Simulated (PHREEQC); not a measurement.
Solution (25 °C): 5.8 mol NaCl and 0.036 mol NaHCO3 per kg of water. Closed to the air; pH follows from the charge balance.

The numbers come from PHREEQC with the Pitzer model, pitzer.dat.

```csv
quantity,before,after
pH,7.19,8.15
ionic strength (mol/kgw),5.84,0.0365
```

Q: Name the change that produced these shifts.
A) NaCl from 5.8 to 1.16 mol/kgw
B) NaCl left out
C) diluted 10-fold with water
D) NaHCO3 left out

A: B, NaCl left out

This is a speciation only: nothing precipitates in the calculation. In brines, pH and single-ion activities rest on the MacInnes convention.
